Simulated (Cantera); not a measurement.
Input: 1 mol C₂F₆, 0.026 mol CH₄, 8.7 mol H₂, 0.53 mol F₂, held at 1577 °C and 0.00710 bar.

Method: chemical equilibrium by Gibbs-energy minimisation in Cantera with the NASA 1993 tables (ideal gas, pure condensed phases). Candidate condensed phases: C, C₆H₆, C₇H₈, C₈H₁₈; 95 gas species. The feed counts by its element totals alone. Rates play no part.

Question: What is the equilibrium state?

Answer: 
```json
{
 "x(HF)": "0.574",
 "x(H₂)": "0.422",
 "x(H)": "0.00415",
 "x(C₂H₂ (acetylene))": "0.000110",
 "x(F)": "1.20e-6",
 "n(C(graphite))": "2.02 mol",
 "gas_amount": "12.31 mol"
}
```
